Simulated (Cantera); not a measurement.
An isothermal plug-flow reactor at 825 K and 0.470 bar (inlet), inlet velocity 0.78 m/s, active area per volume 120 1/m; feed H₂ : O₂ : N₂ = 0.016 : 0.081 : 0.79 (molar parts), equivalence ratio 0.099.

Detailed kinetics in Cantera: Deutschmann's 1995 Pt surface mechanism with GRI-Mech 3.0 gas chemistry. Catalytic surfaces can have several steady states; this one follows from the mechanism file's or the stated starting coverage. Mass transfer to the wall is taken as infinitely fast.

x: gas mole fraction; θ: surface coverage.

```csv
z (m),x H₂,x O₂,x H₂O,θ free Pt,θ O*,θ OH*
5.8e-05,0.0161,0.0904,0.00194,0.350,0.647,0.00319
9.6e-05,0.0150,0.0899,0.00302,0.329,0.668,0.00319
0.00016,0.0135,0.0893,0.00455,0.298,0.698,0.00317
0.00027,0.0115,0.0883,0.00659,0.258,0.739,0.00313
0.00045,…,0.0873,…,…,0.786,0.00304
0.00074,0.00690,0.0862,0.0112,0.167,0.831,0.00288
0.0012,0.00482,0.0853,0.0133,0.130,0.868,0.00269
0.0021,0.00280,0.0843,0.0154,0.1000,0.898,0.00249
0.0035,…,0.0837,0.0168,…,0.914,0.00235
0.0058,0.000539,0.0833,0.0177,0.0749,0.923,0.00226
```

### Question
Fill in the missing entries.

### Answer

- 0.00045, x H₂: 0.00921
- 0.00045, x H₂O: 0.00891
- 0.00045, θ free Pt: 0.211
- 0.0035, x H₂: 0.00142
- 0.0035, θ free Pt: 0.0836
